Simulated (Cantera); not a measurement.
Charge: 1 mol CH3Cl, 0.011 mol Si, held at 1875 K and 100 Torr.

Equilibrium computed with Cantera from the NASA thermochemical tables; the gas is ideal and each condensed phase is pure. Candidate condensed phases: C, C6H6, C7H8, C8H18, Si, SiC; 109 gas species. The tables' values for SiCl3 are old estimates; treat these amounts as uncertain. Rates play no part.

Base state: H2 0.505, HCl 0.487, SiCl2 0.00496, H 0.00128, Cl 0.000932, SiCl3 0.000457, C2H2 (acetylene) 0.000160, SiCl4 5.93e-5 (mole fractions); condensed: C(graphite).

### Question
What changes in the equilibrium state with this change: temperature from 1875 K to 3098.15 K?

### Answer
| species | before | after |
|---|---|---|
| H | 0.00128 | 0.305 |
| H2 | 0.505 | 0.278 |
| HCl | 0.487 | 0.215 |
| Cl | 0.000932 | 0.160 |
| C2H2 (acetylene) | 0.000160 | 0.0228 |
| SiC2 | 5.69e-9 | 0.00181 |
| C3 | <1e-9 | 0.00644 |
| C2H | 4.80e-9 | 0.00493 |
| C | <1e-9 | 0.000939 |
| C2 | <1e-9 | 0.000667 |
| C(graphite), mol | 0.999 | 0.772 |
The tables' values for SiCl, CCl are old estimates; treat these amounts as uncertain.
